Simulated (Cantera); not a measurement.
Cantera with NASA thermochemical tables; ideal gases at 1 bar, condensed phases pure. Values are per mole of reaction as written; species without (g) are pure solids or liquids, kept so even where they would boil at 1 bar.

2 Fe(OH)2 + 2 OH(g) → 3 H2O(g) + Fe2O3

| T (K) | ΔH° (kJ) | ΔS° (J/K) | ΔG° (kJ) | log10 K |
|---|---|---|---|---|
| 300 | ___ | ___ | ___ | ___ |
| 875 | -499.6 | 73.9 | -564.2 | 33.68 |
| 925 | ___ | ___ | ___ | ___ |
| 975 | ___ | ___ | ___ | ___ |
| 1025 | ___ | ___ | ___ | ___ |
| 1075 | -505.2 | 68.2 | -578.5 | 28.11 |
| 1125 | -507.1 | 66.5 | -581.9 | 27.02 |

### Question
What belongs in the gaps?

### Answer

- 300, ΔH° (kJ): -481.5
- 300, ΔS° (J/K): 110.4
- 300, ΔG° (kJ): -514.6
- 300, log10 K: 89.59
- 925, ΔH° (kJ): -500.6
- 925, ΔS° (J/K): 72.8
- 925, ΔG° (kJ): -567.9
- 925, log10 K: 32.07
- 975, ΔH° (kJ): -501.8
- 975, ΔS° (J/K): 71.5
- 975, ΔG° (kJ): -571.5
- 975, log10 K: 30.62
- 1025, ΔH° (kJ): -503.4
- 1025, ΔS° (J/K): 69.9
- 1025, ΔG° (kJ): -575.0
- 1025, log10 K: 29.30
